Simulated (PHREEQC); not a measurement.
PHREEQC input (Pitzer model, pitzer.dat):

```
SOLUTION 1
  temp 15
  units mol/kgw
  pH 7 charge
  S(6) 0.0066
  Na 0.0205
  Cl 0.0073
END
USE solution 1
INCREMENTAL_REACTIONS false
REACTION 1
  H2O -1
  0 9.886 18.011 24.689 30.178 34.689 38.397 41.444
  43.949 46.007 47.699 49.089 50.232 51.172 51.944 52.578
  53.1 53.528 53.88 54.17 54.408 54.603 54.764 54.896
  55.005 55.094 55.168 55.228 moles
EQUILIBRIUM_PHASES 1
  Halite 0 0
  Mirabilite 0 0
  Thenardite 0 0
SELECTED_OUTPUT 1
  -reset false
  -pH true
  -pe true
  -ionic_strength true
  -water true
  -activities H2O
  -totals Cl Na S
  -molalities H+ Na+ Cl- SO4-2 OH- HSO4-
  -equilibrium_phases Halite Mirabilite Thenardite
PRINT
  -reset false
END
```

Selected output (columns that matter, 12 of 28 rows; water left (kg) added in front):

```
water left (kg)	pH	mu	Cl	Na	S	m_H+	m_Na+	m_Cl-	m_SO4-2	m_OH-	la_H2O	Mirabilite
1	7.2221	0.0271	0.0073	0.0205	0.0066	7.0976e-08	0.0205	0.0073	0.0066	8.8665e-08	-0.00024838	0
0.675514	7.2359	0.040118	0.010807	0.030347	0.0097703	7.0872e-08	0.030347	0.010807	0.0097703	9.4099e-08	-0.00036289	0
0.375043	7.2602	0.072258	0.019464	0.05466	0.017598	7.0652e-08	0.05466	0.019464	0.017598	1.0445e-07	-0.00063949	0
0.253345	7.2784	0.10697	0.028814	0.080917	0.026051	7.0544e-08	0.080917	0.028814	0.026051	1.1295e-07	-0.00093166	0
0.140655	7.3069	0.19267	0.0519	0.14575	0.046923	7.0594e-08	0.14575	0.0519	0.046923	1.2822e-07	-0.0016357	0
0.0950203	7.3256	0.2852	0.076826	0.21574	0.069459	7.0832e-08	0.21574	0.076826	0.069459	1.3994e-07	-0.0023784	0
0.0527548	7.351	0.5137	0.13838	0.38859	0.12511	7.1462e-08	0.38859	0.13838	0.12511	1.5922e-07	-0.0041659	0
0.0356396	7.3645	0.76039	0.20483	0.5752	0.18519	7.185e-08	0.5752	0.20483	0.18519	1.724e-07	-0.0060495	0
0.0197855	7.3767	1.3697	0.36896	1.0361	0.33358	7.1273e-08	1.0361	0.36896	0.33358	1.9026e-07	-0.010604	0
0.0133718	7.3778	2.0267	0.54593	1.5331	0.49358	6.8657e-08	1.5331	0.54593	0.49358	1.9869e-07	-0.015498	0
0.00709766	7.3415	3.0467	1.0285	2.374	0.67272	5.9559e-08	2.374	1.0285	0.67272	1.899e-07	-0.025594	0.0018253
0.00426635	7.2546	3.4403	1.7111	2.8639	0.57642	5.1413e-08	2.8639	1.7111	0.57642	1.6018e-07	-0.035517	0.0041408
```

Complexes and solids missing from the database can't appear.
